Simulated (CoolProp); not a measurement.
Saturation properties of tetrahydrofuran.

Computed with CoolProp (reference Helmholtz-energy equation of state, Fiedler 2023).

```json
[
 {"T (K)": "380", "p (MPa)": "0.3243", "liquid density (kg/m³)": "786.4", "enthalpy of vaporisation (kJ/kg)": "383.9"},
 {"T (K)": "391.1", "p (MPa)": "0.4240", "liquid density (kg/m³)": "772.2", "enthalpy of vaporisation (kJ/kg)": "374.1"},
 {"T (K)": "402.2", "p (MPa)": "0.5453", "liquid density (kg/m³)": "757.6", "enthalpy of vaporisation (kJ/kg)": "363.9"},
 {"T (K)": "413.3", "p (MPa)": "0.6911", "liquid density (kg/m³)": "742.4", "enthalpy of vaporisation (kJ/kg)": "353.1"},
 {"T (K)": "424.4", "p (MPa)": "0.8641", "liquid density (kg/m³)": "726.7", "enthalpy of vaporisation (kJ/kg)": "341.6"},
 {"T (K)": "435.5", "p (MPa)": "1.068", "liquid density (kg/m³)": "710.4", "enthalpy of vaporisation (kJ/kg)": "329.4"},
 {"T (K)": "446.6", "p (MPa)": "1.305", "liquid density (kg/m³)": "693.1", "enthalpy of vaporisation (kJ/kg)": "316.1"},
 {"T (K)": "457.7", "p (MPa)": "1.579", "liquid density (kg/m³)": "674.9", "enthalpy of vaporisation (kJ/kg)": "301.8"},
 {"T (K)": "468.8", "p (MPa)": "1.894", "liquid density (kg/m³)": "655.3", "enthalpy of vaporisation (kJ/kg)": "286.1"},
 {"T (K)": "479.9", "p (MPa)": "2.254", "liquid density (kg/m³)": "634.1", "enthalpy of vaporisation (kJ/kg)": "268.6"},
 {"T (K)": "490.9", "p (MPa)": "2.660", "liquid density (kg/m³)": "610.8", "enthalpy of vaporisation (kJ/kg)": "248.9"}
]
```

It boils at 339.1 K under 1 atm.
